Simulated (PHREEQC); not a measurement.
Dissolve 0.31 mol CdSO4 and 0.11 mol KCl per kg of water at 25 °C. It is in equilibrium with CO2 at log p = -1 (atm). Otherwise closed; pH follows from the charge balance.

The numbers come from PHREEQC with the ion-association model, phreeqc.dat.

```
quantity                  before   after
------------------------  ------  ------
pH                          4.48    4.53
ionic strength (mol/kgw)   0.552   0.622
CdSO4 (mol/kgw)           0.0946  0.0750
Cd+2 (mol/kgw)            0.0808  0.0543
SO4-2 (mol/kgw)           0.0795  0.0971
Cd(SO4)2-2 (mol/kgw)      0.0628  0.0572
SI of Cd(OH)2 (Cd(OH)2)    -6.33   -6.39
```

Name the change that produced these shifts.
(A) KCl from 0.11 to 0.22 mol/kgw
(B) KCl left out
(C) 0.34 mol/kgw MnCl2 added

A, KCl from 0.11 to 0.22 mol/kgw

This is a speciation only: nothing precipitates in the calculation. Some of these states are supersaturated (in Otavite, for instance).
